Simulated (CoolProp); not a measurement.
Vapour-liquid equilibrium of ethylene (1) + propane (2) at 213.1 K; x and y are mole fractions of (1).

The numbers come from the multi-fluid Helmholtz-energy mixture model, Smukala 2000 and Lemmon 2009; pair parameters Bell 2016 in CoolProp.

```csv
x,bubble pressure (kPa),y at the bubble point,dew pressure at overall composition x (kPa),liquid density (mol/L)
0.05,80.66,0.490,44.74,13.82
0.125,137.8,0.719,48.43,14.10
0.2,194.4,0.813,52.77,14.40
0.275,249.8,0.864,57.96,14.69
0.35,303.8,0.897,64.28,15.00
0.425,356.2,0.920,72.13,15.31
0.5,407.2,0.936,…,15.62
0.575,457.2,0.950,…,15.94
0.65,506.6,…,113.7,16.27
0.725,…,0.970,140.6,16.59
0.8,606.5,0.979,…,16.92
0.875,658.7,0.987,…,17.25
0.95,713.8,0.995,458.6,17.58
```

Fill in the missing entries.


- 0.5, dew pressure at overall composition x (kPa): 82.15
- 0.575, dew pressure at overall composition x (kPa): 95.40
- 0.65, y at the bubble point: 0.961
- 0.725, bubble pressure (kPa): 556.1
- 0.8, dew pressure at overall composition x (kPa): 184.1
- 0.875, dew pressure at overall composition x (kPa): 265.2

No azeotrope shows between x = 0.05 and 0.95.

The pair parameters rest on a limited set of measurements; away from them the model extrapolates. The gap from Raoult's law changes sign with composition, which may be real or a fault of the pair parameters; it wasn't checked against measurements.
